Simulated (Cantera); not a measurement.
Charge: 1 mol Si2H6, 0.32 mol O2, at 21.0 Pa.

Method: chemical equilibrium by Gibbs-energy minimisation in Cantera with the NASA 1993 tables (ideal gas, pure condensed phases). Candidate condensed phases: H2O, Si, SiO2; 18 gas species. The feed counts by its element totals alone. Mutual solubility and eutectic melting of coexisting phases are not modelled. The tables hold silica as quartz up to 1696 K and as liquid above; real silica turns to tridymite and cristobalite and melts near 1996 K. Gases not in the tables: Si2H6 and higher silanes. Kinetics and transport are ignored.

### Question
Which condensed phases are stable at each of these points (T (°C)): 1002, 1102, 1202, 1302, 1402, 1502, 1602, 1702, 1802?

### Answer
```json
[
 {"T (°C)": "1002", "condensed phases": "Si(s) + SiO2(β-quartz)", "Si condensed (%)": "97.0"},
 {"T (°C)": "1102", "condensed phases": "Si(s)", "Si condensed (%)": "68.0"},
 {"T (°C)": "1202", "condensed phases": "Si(s)", "Si condensed (%)": "68.0"},
 {"T (°C)": "1302", "condensed phases": "Si(s)", "Si condensed (%)": "67.9"},
 {"T (°C)": "1402", "condensed phases": "Si(s)", "Si condensed (%)": "67.6"},
 {"T (°C)": "1502", "condensed phases": "Si(l)", "Si condensed (%)": "66.0"},
 {"T (°C)": "1602", "condensed phases": "Si(l)", "Si condensed (%)": "59.3"},
 {"T (°C)": "1702", "condensed phases": "Si(l)", "Si condensed (%)": "32.1"},
 {"T (°C)": "1802", "condensed phases": "gas only", "Si condensed (%)": "0.0"}
]
```

At 1002 °C the condensed part is Si(s) + SiO2(β-quartz). From 1102 °C to 1402 °C the condensed part is Si(s). From 1502 °C to 1702 °C the condensed part is Si(l). At 1802 °C nothing is condensed.
